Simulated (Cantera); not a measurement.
A perfectly stirred reactor is fed with CH₄ : CO : O₂ : N₂ : H₂O = 1 : 0.043 : 5.05 : 19 : 1.1 (molar parts), equivalence ratio 0.40, at 630 Torr; it is adiabatic with a 550 K inlet, and is followed from long to short residence time, starting on the burning branch (τ in s: 0.31, 0.11, 0.038, 0.013, 0.0046, 0.0016, 0.00057, 0.0002, 7e-05, 2.5e-05, 8.6e-06).

Model: GRI-Mech 3.0 (53 species, 325 reactions), integrated in Cantera.

x: mole fraction; the columns are a selection and need not sum to one.

```
τ (s)    T (K)     x CH₄      x CO   x O₂     x NO      x OH    x N₂O     x CH₂CO
-------  -----  --------  --------  -----  -------  --------  -------  ----------
0.31      1444   1.65e-5  0.000174  0.116  9.07e-7  0.000276  6.75e-7  (withheld)
0.11      1441   3.26e-5  0.000361  0.116  7.84e-7  0.000377  7.88e-7  (withheld)
0.038     1436   6.61e-5  0.000771  0.116  5.78e-7  0.000511  7.60e-7  (withheld)
0.013     1425  0.000139   0.00169  0.117  3.90e-7  0.000671  6.23e-7  (withheld)
0.0046    1402  0.000312   0.00375  0.118  2.60e-7  0.000801  4.46e-7  (withheld)
0.0016     550    0.0382   0.00164  0.193   <1e-12    <1e-12   <1e-12      <1e-12
0.00057    550    0.0382   0.00164  0.193   <1e-12    <1e-12   <1e-12      <1e-12
0.00020    550    0.0382   0.00164  0.193   <1e-12    <1e-12   <1e-12      <1e-12
7.0e-5     550    0.0382   0.00164  0.193   <1e-12    <1e-12   <1e-12      <1e-12
2.5e-5     550    0.0382   0.00164  0.193   <1e-12    <1e-12   <1e-12      <1e-12
8.6e-6     550    0.0382   0.00164  0.193   <1e-12    <1e-12   <1e-12      <1e-12
```

**Question.** What belongs in the gaps?

**Answer.** 
- 0.31, x CH₂CO: 5.88e-9
- 0.11, x CH₂CO: 1.40e-8
- 0.038, x CH₂CO: 3.20e-8
- 0.013, x CH₂CO: 7.13e-8
- 0.0046, x CH₂CO: 1.75e-7
